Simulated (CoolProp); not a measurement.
A single-stage vapour-compression cycle with ethane: evaporating at 204.15 K (dew point), condensing at 266.15 K (bubble point), superheat 2 K, subcooling 2 K, compressor efficiency 0.75, no pressure losses. Each further row changes one setting.

Model: reference Helmholtz-energy equation of state, Bücker 2006, in CoolProp.

| case | cooling COP | pressure ratio | discharge temperature (K) | refrigerating effect (kJ/kg) | volumetric capacity (kJ/m³) |
|---|---|---|---|---|---|
| as stated | 1.73 | 7.69 | 326.0 | 296 | 1450 |
| evaporating temperature 209.15 K | 1.98 | (withheld) | 319.5 | 301 | (withheld) |
| condensing temperature 261.15 K | 1.97 | 6.76 | (withheld) | 311 | 1520 |
| subcooling 7 K | 1.83 | 7.69 | 326.0 | 312 | 1520 |
| superheat 12 K | 1.72 | 7.69 | 338.1 | 311 | 1440 |
| compressor efficiency 0.65 | 1.50 | 7.69 | (withheld) | 296 | 1450 |

Problem. Complete the blanks.

Solution. 
- evaporating temperature 209.15 K, pressure ratio: 6.23
- evaporating temperature 209.15 K, volumetric capacity (kJ/m³): 1790
- condensing temperature 261.15 K, discharge temperature (K): 317.8
- compressor efficiency 0.65, discharge temperature (K): 338.4
